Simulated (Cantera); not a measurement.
## Ti + C3H8 + H2 (titanium nitride, carbide and oxide coatings)

Feed: 1 mol Ti, 0.13 mol C3H8, 19 mol H2, at 1.33 mbar.

Method: chemical equilibrium by Gibbs-energy minimisation in Cantera with the NASA 1993 tables (ideal gas, pure condensed phases). Candidate condensed phases: C, C6H6, C7H8, C8H18, Ti, TiC; 77 gas species. Mutual solubility and eutectic melting of coexisting phases are not modelled. TiC: taken at fixed stoichiometry. Condensed phases not in the tables: N, O or C dissolved in the metal. Kinetics and transport are ignored.

From 1700 °C to 1825 °C the condensed part is Ti(l) + TiC(s). From 1850 °C to 1950 °C the condensed part is TiC(s). The main Ti-bearing gas is Ti throughout.

```
T (°C)  log p H2  log p H  log p Ti  log p C2H2 (acetylene)  log p C  n Ti(l)  n TiC(s)
------  --------  -------  --------  ----------------------  -------  -------  --------
1700       -2.89    -4.32     -5.16                  -14.46     <-14    0.506     0.390
1725       -2.90    -4.24     -5.01                  -14.26   -14.66    0.464     0.390
1750       -2.90    -4.17     -4.87                  -14.06   -14.36    0.407     0.390
1775       -2.91    -4.10     -4.74                  -13.86   -14.07    0.328     0.390
1800       -2.91    -4.04     -4.60                  -13.68   -13.78    0.222     0.390
1825       -2.92    -3.97     -4.47                  -13.49   -13.51   0.0793     0.390
1850       -2.93    -3.91     -4.41                  -13.17   -13.16        0     0.390
1875       -2.94    -3.85     -4.42                  -12.74   -12.77        0     0.390
1900       -2.95    -3.79     -4.42                  -12.32   -12.39        0     0.390
1925       -2.95    -3.73     -4.42                  -11.91   -12.01        0     0.390
1950       -2.96    -3.68     -4.43                  -11.51   -11.64        0     0.390
```
log p: log10 of the partial pressure in bar; n: condensed amount in mol.
